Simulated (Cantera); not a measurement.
What does this Cantera script print?

```python
import numpy as np
import cantera as ct

gas_names = """
    Br Br2 H HBr HO2 H2 H2O H2O2 O OH O2 O3
""".split()
cond_names = """
    Br2(cr) Br2(L) H2O(s) H2O(L)
""".split()


# ... load() reads the species with a 1 bar reference pressure and builds the phases ...
atoms = {
    'HBr': {'H': 1, 'Br': 1},
    'H2': {'H': 2},
    'O2': {'O': 2},
}
top_T = {}  # K; cautious upper limits of use, not melting points


# ... equilibrate(T, P, feed) seeds the gas with the atoms and calls Mixture.equilibrate('TP', solver="vcs", rtol=1e-11, max_steps=5000) ...
results = []
feed = {'HBr': 1, 'H2': 1.6, 'O2': 1.4}  # mol
P = 100000  # Pa
for T in [900, 1000, 1100, 1200, 1300, 1400, 1500, 1600, 1700, 1800, 1900]:
    mix = equilibrate(T, P, feed)
    results.append((T, P, feed, dict(zip(mix.species_names, mix.species_moles))))

top = {s: max(r[3][s] / sum(r[3][g] for g in gas_names) for r in results) for s in gas_names}
cols = sorted((s for s in top if top[s] > 1e-06), key=lambda s: -top[s])[:6]
seen = [c for c in cond_names if any(r[3].get(c, 0) > 1e-12 for r in results)]
print("log10 of partial pressures in bar; condensed amounts in mol")
print(f"{'T/K':>10s}" + "".join(f"{s[:9]:>10s}" for s in cols + seen))
for T, P, feed, n in results:
    ng = sum(n[g] for g in gas_names)
    print(f"{T:10.4g}" + "".join(f"{np.log10(max(n[s] / ng * P / 1e5, 1e-99)):10.3f}" for s in cols)
          + "".join(f"{n.get(c, 0):10.4g}" for c in seen))
```

Output:

```
log10 of partial pressures in bar; condensed amounts in mol
       T/K       H2O        Br       Br2        O2       HBr        OH
       900    -0.149    -3.198    -0.776    -0.923    -2.493    -7.518
      1000    -0.151    -2.634    -0.786    -0.920    -2.095    -6.576
      1100    -0.156    -2.178    -0.805    -0.914    -1.776    -5.805
      1200    -0.164    -1.807    -0.841    -0.905    -1.523    -5.163
      1300    -0.175    -1.506    -0.901    -0.895    -1.325    -4.621
      1400    -0.189    -1.267    -0.992    -0.886    -1.178    -4.158
      1500    -0.204    -1.084    -1.120    -0.879    -1.076    -3.759
      1600    -0.217    -0.951    -1.288    -0.875    -1.014    -3.410
      1700    -0.228    -0.860    -1.489    -0.876    -0.984    -3.103
      1800    -0.235    -0.800    -1.711    -0.879    -0.976    -2.829
      1900    -0.238    -0.761    -1.940    -0.884    -0.983    -2.584
```

Method: chemical equilibrium by Gibbs-energy minimisation in Cantera with the NASA 1993 tables (ideal gas, pure condensed phases).
